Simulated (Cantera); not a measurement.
An adiabatic, constant-volume homogeneous reactor starts with CO : H2 : O2 : N2 = 1 : 0.14 : 1.54 : 5.79 (molar parts), at 1650 K and 270000 Pa. Integrator tolerance rtol = 1e-08.

Cantera simulation using GRI-Mech 3.0 (53 species, 325 reactions); the numbers are that mechanism's predictions, not measurements. The hydrogen kinetics of GRI-Mech 3.0 are dated; newer H2 mechanisms differ, most at raised pressure.

Problem. What does this change do: pressure from 270000 Pa to 310000 Pa?

Solution. 
| quantity | before | after |
|---|---|---|
| time of steepest temperature rise | 19.2 µs | 9.12 µs |
| temperature at 0.300 s | 2647 K | 2653 K |
| equilibrium temperature | 2647 K | 2653 K |
| x(CO) at 0.300 s | 0.0127 (gas-phase equilibrium 0.0127) | 0.0123 (gas-phase equilibrium 0.0123) |
| x(H2) at 0.300 s | 0.000249 (gas-phase equilibrium 0.000249) | 0.000240 (gas-phase equilibrium 0.000240) |
| x(O2) at 0.300 s | 0.114 (gas-phase equilibrium 0.114) | 0.114 (gas-phase equilibrium 0.114) |
| x(HO2) at 0.300 s | 7.02e-6 (gas-phase equilibrium 7.02e-6) | 7.38e-6 (gas-phase equilibrium 7.38e-6) |
| x(H) at 0.300 s | 0.000364 (gas-phase equilibrium 0.000364) | 0.000341 (gas-phase equilibrium 0.000341) |

Problem. What does this change do: pressure from 270000 Pa to 43000 Pa?

Solution. 
```csv
quantity,before,after
time of steepest temperature rise,19.2 µs,0.132 ms
temperature at 0.300 s,2647 K,2559 K
equilibrium temperature,2647 K,2559 K
x(CO) at 0.300 s,0.0127 (gas-phase equilibrium 0.0127),0.0194 (gas-phase equilibrium 0.0194)
x(H2) at 0.300 s,0.000249 (gas-phase equilibrium 0.000249),0.000395 (gas-phase equilibrium 0.000395)
x(O2) at 0.300 s,0.114 (gas-phase equilibrium 0.114),0.116 (gas-phase equilibrium 0.116)
x(HO2) at 0.300 s,7.02e-6 (gas-phase equilibrium 7.02e-6),3.49e-6 (gas-phase equilibrium 3.49e-6)
x(H) at 0.300 s,0.000364 (gas-phase equilibrium 0.000364),0.000814 (gas-phase equilibrium 0.000814)
```
